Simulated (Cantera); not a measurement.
A Cantera script and what it prints.

```python
import numpy as np
import cantera as ct

gas_names = """
    CL CL2 H HCL H2 N NH NH2 NH3 N2 N2H2 N2H4 Si SiCL SiCL2 SiCL3 SiCL4 SiH SiHCL3 SiH2 SiH2CL2 SiH3
    SiH3CL SiH4 SiN Si2 Si2N Si3
""".split()
cond_names = """
    NH4CL(a) NH4CL(b) Si(cr) Si(L) Si3N4(a)
""".split()


# ... load() reads the species with a 1 bar reference pressure and builds the phases ...
atoms = {
    'Si2Cl6': {'Si': 2, 'CL': 6},
    'HCl': {'H': 1, 'CL': 1},
    'N2': {'N': 2},
}
top_T = {'Si3N4(a)': 2400}  # K; cautious upper limits of use, not melting points


# ... equilibrate(T, P, feed) seeds the gas with the atoms and calls Mixture.equilibrate('TP', solver="vcs", rtol=1e-11, max_steps=5000) ...
results = []
T = 923  # K
P = 13332.2  # Pa
for m in [0.066, 0.096, 0.14, 0.2, 0.29, 0.43, 0.62, 0.9, 1.3, 1.9]:
    feed = {'Si2Cl6': 1, 'HCl': m, 'N2': 43}  # mol
    mix = equilibrate(T, P, feed)
    results.append((T, P, feed, dict(zip(mix.species_names, mix.species_moles))))
    x = sorted(zip(gas.X, gas.species_names), reverse=True)
    print(f"T = {T:g} K  P = {P:g} Pa  n(HCl) = {m:g} mol  gas = {mix.phase_moles(0):.4g} mol")
    print("   x: " + "  ".join(f"{s} {v:.3e}" for v, s in x if v > 0.001))
    print("   condensed (mol): " + ("  ".join(f"{mix.phase(i).name} {mix.phase_moles(i):.4g}"
          for i in range(1, mix.n_phases) if mix.phase_moles(i) > 1e-12) or "none"))
```

Result:

```
T = 923 K  P = 13332.2 Pa  n(HCl) = 0.066 mol  gas = 44.23 mol
   x: N2 9.646e-01  SiCL4 3.391e-02  HCL 1.480e-03
   condensed (mol): Si3N4(a) 0.1666
T = 923 K  P = 13332.2 Pa  n(HCl) = 0.096 mol  gas = 44.26 mol
   x: N2 9.639e-01  SiCL4 3.389e-02  HCL 2.145e-03
   condensed (mol): Si3N4(a) 0.1666
T = 923 K  P = 13332.2 Pa  n(HCl) = 0.14 mol  gas = 44.31 mol
   x: N2 9.630e-01  SiCL4 3.386e-02  HCL 3.109e-03
   condensed (mol): Si3N4(a) 0.1665
T = 923 K  P = 13332.2 Pa  n(HCl) = 0.2 mol  gas = 44.37 mol
   x: N2 9.617e-01  SiCL4 3.383e-02  HCL 4.407e-03
   condensed (mol): Si3N4(a) 0.1663
T = 923 K  P = 13332.2 Pa  n(HCl) = 0.29 mol  gas = 44.46 mol
   x: N2 9.598e-01  SiCL4 3.379e-02  HCL 6.317e-03
   condensed (mol): Si3N4(a) 0.1659
T = 923 K  P = 13332.2 Pa  n(HCl) = 0.43 mol  gas = 44.6 mol
   x: N2 9.568e-01  SiCL4 3.374e-02  HCL 9.205e-03
   condensed (mol): Si3N4(a) 0.165
T = 923 K  P = 13332.2 Pa  n(HCl) = 0.62 mol  gas = 44.78 mol
   x: N2 9.529e-01  SiCL4 3.371e-02  HCL 1.298e-02
   condensed (mol): Si3N4(a) 0.1634
T = 923 K  P = 13332.2 Pa  n(HCl) = 0.9 mol  gas = 45.06 mol
   x: N2 9.472e-01  SiCL4 3.371e-02  HCL 1.825e-02
   condensed (mol): Si3N4(a) 0.1602
T = 923 K  P = 13332.2 Pa  n(HCl) = 1.3 mol  gas = 45.45 mol
   x: N2 9.392e-01  SiCL4 3.382e-02  HCL 2.530e-02  H2 1.648e-03
   condensed (mol): Si3N4(a) 0.1541
T = 923 K  P = 13332.2 Pa  n(HCl) = 1.9 mol  gas = 46.04 mol
   x: N2 9.277e-01  HCL 3.496e-02  SiCL4 3.414e-02  H2 3.147e-03
   condensed (mol): Si3N4(a) 0.1424
```

These are equilibrium values from Cantera (NASA tables, ideal gas, pure condensed phases), not measurements of a reactor. The feed counts by its element totals alone. N2 is the only nitrogen source here; it is nearly inert below about 1500 K, so the nitride shown seldom forms there in practice.
